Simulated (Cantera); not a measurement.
Input (Python, Cantera) and output of one run.

```python
import numpy as np
import cantera as ct

gas_names = [...]  # 151 gases of nasa_gas.yaml made of C, H, N, O, Si
cond_names = """
    C(gr) C6H6(L) C7H8(L) C8H18(L),n-octa H2O(s) H2O(L) Si(cr) Si(L) SiC(b) SiO2(Lqz) SiO2(hqz) SiO2(L)
    Si2N2O(s) Si3N4(a)
""".split()


# ... load() reads the species with a 1 bar reference pressure and builds the phases ...
atoms = {
    'Si3N4': {'Si': 3, 'N': 4},
    'CO2': {'C': 1, 'O': 2},
    'H2': {'H': 2},
    'H2O': {'H': 2, 'O': 1},
}
top_T = {'C(gr)': 4500, 'SiC(b)': 3050, 'Si2N2O(s)': 2100, 'Si3N4(a)': 2400}  # K; cautious upper limits of use, not melting points


# ... equilibrate(T, P, feed) seeds the gas with the atoms and calls Mixture.equilibrate('TP', solver="vcs", rtol=1e-11, max_steps=5000) ...
results = []
T = 2100  # K
P = 1333.22  # Pa
for m in [0.0029, 0.007, 0.017, 0.041, 0.1, 0.24, 0.58, 1.4, 3.4]:
    feed = {'Si3N4': 1, 'CO2': 0.17, 'H2': 53, 'H2O': m}  # mol
    mix = equilibrate(T, P, feed)
    results.append((T, P, feed, dict(zip(mix.species_names, mix.species_moles))))

top = {s: max(r[3][s] / sum(r[3][g] for g in gas_names) for r in results) for s in gas_names}
cols = sorted((s for s in top if top[s] > 1e-05), key=lambda s: -top[s])[:8]
seen = [c for c in cond_names if any(r[3].get(c, 0) > 1e-12 for r in results)]
print("log10 of partial pressures in bar; condensed amounts in mol")
print(f"{'n(H2O)':>10s}" + "".join(f"{s[:9]:>10s}" for s in cols + seen))
for T, P, feed, n in results:
    ng = sum(n[g] for g in gas_names)
    print(f"{feed['H2O']:10.4g}" + "".join(f"{np.log10(max(n[s] / ng * P / 1e5, 1e-99)):10.3f}" for s in cols)
          + "".join(f"{n.get(c, 0):10.4g}" for c in seen))
```

Result:

```
log10 of partial pressures in bar; condensed amounts in mol
    n(H2O)        H2       SiO        N2         H        Si       H2O        CO       SiH     Si(L)    SiC(b)
    0.0029    -1.911    -4.276    -3.330    -3.462    -3.875    -9.455    -4.557    -5.096      2.08  0.009354
     0.007    -1.911    -4.271    -3.330    -3.462    -3.875    -9.450    -4.552    -5.096     2.079  0.007941
     0.017    -1.911    -4.259    -3.330    -3.462    -3.875    -9.438    -4.540    -5.096     2.075  0.004494
     0.041    -1.911    -4.227    -3.331    -3.462    -3.875    -9.406    -4.521    -5.096     2.062         0
       0.1    -1.911    -4.145    -3.331    -3.462    -3.875    -9.324    -4.502    -5.096     2.014         0
      0.24    -1.912    -3.992    -3.333    -3.463    -3.875    -9.173    -4.476    -5.097      1.89         0
      0.58    -1.915    -3.753    -3.338    -3.464    -3.875    -8.936    -4.451    -5.098     1.564         0
       1.4    -1.921    -3.452    -3.350    -3.467    -3.875    -8.640    -4.442    -5.101    0.7419         0
       3.4    -1.929    -3.193    -3.369    -3.471    -8.349    -3.916    -4.440    -9.580         0         0
```

Cantera equilibrium calculation (NASA polynomials, part measured and part estimated; ideal gas, pure solids and liquids). Mutual solubility and eutectic melting of coexisting phases are not modelled. The tables' values for SiN are old estimates; treat these amounts as uncertain. Gases not in the tables: Si2H6 and higher silanes.
